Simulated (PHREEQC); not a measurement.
Dissolve 0.072 mol NiCl2, 0.0012 mol NaCl and 0.045 mol FeSO4 per kg of water at 25 °C. Closed to the air; pH follows from the charge balance.

Model: ion-association model, wateq4f.dat, run in PHREEQC.

| quantity | before | after |
|---|---|---|
| pH | 5.73 | 6.37 |
| ionic strength (mol/kgw) | 0.285 | 0.00377 |
| Cl- (mol/kgw) | 0.136 | 0.00145 |
| Fe+2 (mol/kgw) | 0.0341 | 0.000431 |
| SO4-2 (mol/kgw) | 0.0211 | 0.000400 |
| FeSO4 (mol/kgw) | 0.00905 | 1.82e-5 |
| SI of Melanterite (FeSO4:7H2O) | -2.07 | -4.78 |
| SI of Halite (NaCl) | -5.68 | -9.40 |

Problem. Which change was made?
A) temperature from 25 to 70 °C
B) diluted 100-fold with water
C) NaCl from 0.0012 to 0.0018 mol/kgw
D) temperature from 25 to 75 °C
E) NiCl2 from 0.072 to 0.36 mol/kgw

Solution. B, diluted 100-fold with water

No solid was allowed to form.
